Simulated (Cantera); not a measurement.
Feed: 1 mol SiHCl3, 0.1 mol C3H8, 260 mol H2, at 0.170 bar.

Method: chemical equilibrium by Gibbs-energy minimisation in Cantera with the NASA 1993 tables (ideal gas, pure condensed phases). Candidate condensed phases: C, C6H6, C7H8, C8H18, Si, SiC; 109 gas species. Mutual solubility and eutectic melting of coexisting phases are not modelled. The tables' values for SiCl are old estimates; treat these amounts as uncertain. Gases not in the tables: Si2H6 and higher silanes. Rates play no part.

x: gas mole fraction; n: condensed amount in mol.

```tsv
T (K)	x H2	x H	x HCl	x Si	x C2H2 (acetylene)	x SiCl2	x Cl	n Si(s)	n SiC(s)	n Si(l)
1548	0.989	7.43e-5	0.0107	1.87e-7	___	0.000382	6.39e-7	0.598	0.299	0
1623	0.989	0.000167	0.0106	9.20e-7	___	0.000399	1.41e-6	0.592	0.299	0
1698	0.989	0.000349	0.0106	3.86e-6	___	0.000409	2.91e-6	0	0.299	0.587
1773	0.988	0.000686	0.0107	1.25e-5	___	0.000370	5.69e-6	0	0.299	0.590
1848	0.988	0.00128	0.0107	3.69e-5	___	0.000337	1.06e-5	0	0.299	0.584
1923	0.986	0.00227	0.0108	9.98e-5	___	0.000309	1.86e-5	0	0.298	0.561
1998	0.985	0.00386	0.0108	0.000250	___	0.000283	3.15e-5	0	0.296	0.504
2073	0.982	0.00632	0.0108	0.000586	___	0.000260	5.11e-5	0	0.290	0.379
2148	0.977	0.00999	0.0107	0.00129	___	0.000239	8.02e-5	0	0.273	0.124
2223	0.971	0.0153	0.0108	0.00186	___	0.000155	0.000124	0	0.222	0
2298	0.962	0.0228	0.0108	0.00247	___	9.74e-5	0.000184	0	0.0118	0
2373	0.952	0.0330	0.0108	0.00276	0.000454	5.37e-5	0.000267	0	0	0
2448	0.938	0.0468	0.0106	0.00295	0.000476	2.91e-5	0.000376	0	0	0
```

Q: What belongs in the gaps?

A: 
- 1548, x C2H2 (acetylene): 1.19e-9
- 1623, x C2H2 (acetylene): 4.45e-9
- 1698, x C2H2 (acetylene): 1.54e-8
- 1773, x C2H2 (acetylene): 6.24e-8
- 1848, x C2H2 (acetylene): 2.26e-7
- 1923, x C2H2 (acetylene): 7.40e-7
- 1998, x C2H2 (acetylene): 2.21e-6
- 2073, x C2H2 (acetylene): 6.09e-6
- 2148, x C2H2 (acetylene): 1.56e-5
- 2223, x C2H2 (acetylene): 7.92e-5
- 2298, x C2H2 (acetylene): 0.000400
